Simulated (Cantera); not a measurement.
Gas-phase reforming

A perfectly stirred reactor is fed with 45.5 % CH4, 54.5 % H2O, at 5.40 bar; it is held at 1925 K, and followed from long to short residence time.

Computed with Cantera and GRI-Mech 3.0 (53 species, 325 reactions).

```tsv
τ (s)	x CH4	x H2O	x O	x HO2	x HCO
1.1	0.00822	0.0650	9.59e-10	<1e-12	1.75e-7
0.57	0.0110	0.0761	1.09e-9	<1e-12	1.67e-7
0.29	0.0145	0.0919	1.26e-9	<1e-12	1.56e-7
0.14	0.0192	0.115	1.49e-9	<1e-12	1.42e-7
0.072	0.0246	0.142	1.73e-9	<1e-12	1.25e-7
0.036	0.0317	0.177	2.01e-9	1.07e-12	1.06e-7
0.018	0.0408	0.217	2.31e-9	1.67e-12	8.73e-8
0.0092	0.0523	0.259	2.62e-9	2.50e-12	7.12e-8
0.0046	0.0678	0.303	2.98e-9	3.57e-12	5.97e-8
```
x: mole fraction; the columns are a selection and need not sum to one.
